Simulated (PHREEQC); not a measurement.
A solution holds 0.0012 mol/kgw BaCl2 and 0.096 mol/kgw CaCl2, at 65 °C. Closed to the air; pH follows from the charge balance.

Computed with PHREEQC (ion-association model, phreeqc.dat).

Task: The ionic strength comes out as 0.292 mol/kgw. What activity coefficients do Ba+2, Cl-, Ca+2 get?

Result: Ba+2 0.23, Cl- 0.67, Ca+2 0.26.

No solid was allowed to form. Species that the database lacks are ignored. At this temperature some constants are extrapolated from 25 °C, and those without enthalpy data are left unchanged.
